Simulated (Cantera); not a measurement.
An adiabatic, constant-volume homogeneous reactor starts with 5.64 % CH4, 15.9 % O2, 59.8 % N2, 18.6 % H2O, at 1125 K and 3300 Torr.

Computed with Cantera and GRI-Mech 3.0 (53 species, 325 reactions).

Problem. Predict: time of steepest temperature rise; temperature at 0.300 s; equilibrium temperature; x(O2) at 0.300 s; x(H2O) at 0.300 s; x(NO) at 0.300 s; x(CO) at 0.300 s; x(CO2) at 0.300 s.

Solution. 
```json
{
  "time_of_steepest_temperature_rise": "28.8 ms",
  "temperature at 0.300 s": "2416 K",
  "equilibrium_temperature": "2416 K",
  "x(O2) at 0.300 s": "0.0421 (gas-phase equilibrium 0.0421)",
  "x(H2O) at 0.300 s": "0.292 (gas-phase equilibrium 0.292)",
  "x(NO) at 0.300 s": "0.00768 (gas-phase equilibrium 0.00768)",
  "x(CO) at 0.300 s": "0.00201 (gas-phase equilibrium 0.00201)",
  "x(CO2) at 0.300 s": "0.0542 (gas-phase equilibrium 0.0542)"
}
```
